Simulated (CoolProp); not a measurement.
Dimethyl ether along the isobar 3.47 MPa: density (kg/m³) from the reference equation and from simpler models built on Tc = 400.4 K, pc = 5.337 MPa, ω = 0.196; each cubic takes its own stable root.

Values from CoolProp's reference Helmholtz-energy equation of state, Wu 2011.

| T (K) | phase | reference |
|---|---|---|
| 261.9 | liquid | 720.5 |
| 284.4 | liquid | 688.2 |
| 306.8 | liquid | 653.3 |
| 329.3 | liquid | 613.8 |
| 351.8 | liquid | 566.3 |
| 374.3 | liquid | 497.8 |
| 396.7 | gas | 68.99 |
| 419.2 | gas | 59.52 |
| 441.7 | gas | 53.36 |
| 464.1 | gas | 48.84 |
| 486.6 | gas | 45.25 |

Q: How far does each simpler model (Soave-Redlich-Kwong, Peng-Robinson) lie from the reference over these 11 states: mean and median of the absolute difference, and the worst?

A: 
- Soave-Redlich-Kwong: mean 6.7 %, median 8.2 %, worst -17.3 % at 374.3 K and 3.47 MPa
- Peng-Robinson: mean 2.3 %, median 1.4 %, worst -6.7 % at 374.3 K and 3.47 MPa
